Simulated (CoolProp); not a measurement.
Water along the isotherm 352.7 K: Z from the reference equation and from simpler models built on Tc = 647.1 K, pc = 22.06 MPa, ω = 0.344; each cubic takes its own stable root.

Computed with CoolProp (reference Helmholtz-energy equation of state, Wagner 2002).

| p (MPa) | phase | reference |
|---|---|---|
| 3.45 | liquid | 0.02177 |
| 6.89 | liquid | 0.04341 |
| 10.3 | liquid | 0.06479 |
| 13.8 | liquid | 0.08668 |
| 17.2 | liquid | 0.1079 |
| 20.7 | liquid | 0.1296 |
| 24.1 | liquid | 0.1507 |
| 27.6 | liquid | 0.1723 |
| 31 | liquid | 0.1933 |
| 34.5 | liquid | 0.2148 |
| 37.9 | liquid | 0.2356 |
| 41.4 | liquid | 0.2570 |
| 44.8 | liquid | 0.2777 |
| 48.3 | liquid | 0.2990 |
| 51.7 | liquid | 0.3196 |
| 55.2 | liquid | 0.3408 |

Question: How far does each simpler model (van der Waals, Redlich-Kwong) lie from the reference over these 16 states: mean and median of the absolute difference, and the worst?

Answer: 
- van der Waals: mean 104.4 %, median 104.2 %, worst +105.9 % at 352.7 K and 3.45 MPa
- Redlich-Kwong: mean 39.5 %, median 39.5 %, worst +39.8 % at 352.7 K and 55.2 MPa
